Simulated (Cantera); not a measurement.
A freely propagating, adiabatic, planar premixed flame of 13.9 % CH4, 23.2 % O2, 62.5 % N2, 0.347 % CO2, equivalence ratio 1.2, unburnt at 650 K and 825 Torr; mixture-averaged transport, grid criteria slope 0.08 and curve 0.16, no radiation.

Model: GRI-Mech 3.0 (53 species, 325 reactions), integrated in Cantera. Burning velocities carry a grid error of a few per cent, more on coarse grids.

### Question
Predict: laminar burning velocity; thermal thickness; peak x(CH2); peak x(H2).

### Answer
```
Item                         Value
------------------------  --------
laminar burning velocity  208 cm/s
thermal thickness         0.226 mm
peak x(CH2)               0.000186
peak x(H2)                  0.0499
```
